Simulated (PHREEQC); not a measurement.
0.021 g of hydrous ferric oxide (600 m²/g; 0.2 weak and 0.005 strong sites per Fe, Dzombak-Morel constants, diffuse double layer) in 1 kg of water with 0.1 mol/kgw of an inert sodium salt and 0.075 mmol/kgw CuCl2, at 25 °C; the pH is set by adding NaOH or the inert anion's acid. Oxygen alone is held at its pressure in air (log pO2 = -0.68). CO2 from the air is kept out. Nothing may precipitate in this run.

All values are PHREEQC results (ion-association model, wateq4f.dat), not measurements.

| pH | Cu sorbed (%) | surface charge σ (C/m²) | surface potential ψ (mV) |
|---|---|---|---|
| 3 | 0.0 | 0.363 | 153 |
| 3.5 | 0.0 | 0.350 | 151 |
| 4 | 0.2 | 0.321 | 147 |
| 4.5 | 1.0 | 0.274 | 138 |
| 5 | ? | 0.219 | 127 |
| 5.5 | 12.3 | 0.179 | 117 |
| 6 | 27.6 | 0.176 | 116 |
| 6.5 | 38.4 | 0.187 | 119 |
| 7 | ? | 0.177 | 116 |
| 7.5 | 39.5 | ? | 102 |
| 8 | 35.4 | 0.083 | 80 |
| 8.5 | 32.3 | ? | 54 |
| 9 | ? | 0.020 | 27 |
| 9.5 | 28.3 | 0.000 | -1 |
| 10 | 26.5 | -0.021 | -28 |
| 10.5 | ? | -0.048 | -55 |
| 11 | 21.1 | -0.087 | -81 |

Complete the blanks.


- 5, Cu sorbed (%): 3.4
- 7, Cu sorbed (%): 42.1
- 7.5, surface charge σ (C/m²): 0.133
- 8.5, surface charge σ (C/m²): 0.047
- 9, Cu sorbed (%): 30.0
- 10.5, Cu sorbed (%): 24.3

Along this series the solution becomes supersaturated in solids that the run did not let form, among them Cu(OH)2. The database's constant for dissolved Cu(OH)2 is higher than later reviews accept. The oxide is taken as insoluble; below pH 4 it would dissolve.
